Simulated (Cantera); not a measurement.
Input: 1 mol CuO, 0.74 mol C, 0.12 mol CO, equilibrated at 10.0 Torr.

Equilibrium computed with Cantera from the NASA thermochemical tables; the gas is ideal and each condensed phase is pure. Candidate condensed phases: C, Cu, CuO, Cu2O; 15 gas species. Kinetics and transport are ignored. All values below are at 1523 K.

Base state: CO 0.697, CO2 0.302, Cu 0.000903 (mole fractions); condensed: Cu(l).

Q: What changes in the equilibrium state with this change: CuO replaced by SiO2?

A: 
```csv
species,before,after
CO,0.697,0.993
SiO,0,0.00706
CO2,0.302,1.30e-5
Cu,0.000903,0
"Cu(l), mol",0.999,0
"SiC(s), mol",0,0.245
"SiO2(β-quartz), mol",0,0.750
```
Mutual solubility and eutectic melting of coexisting phases are not modelled. The tables hold silica as quartz up to 1696 K and as liquid above; real silica turns to tridymite and cristobalite and melts near 1996 K. Further candidate phases: Si, SiC, SiO2.

Q: What changes in the equilibrium state with this change: pressure from 10.0 Torr to 0.353 Torr?

A: 
```json
[
 {"species": "CO", "before": "0.697", "after": "0.680"},
 {"species": "CO2", "before": "0.302", "after": "0.295"},
 {"species": "Cu", "before": "0.000903", "after": "0.0256"},
 {"species": "Cu2", "before": "4.10e-7", "after": "1.16e-5"},
 {"species": "Cu(l), mol", "before": "0.999", "after": "0.977"}
]
```
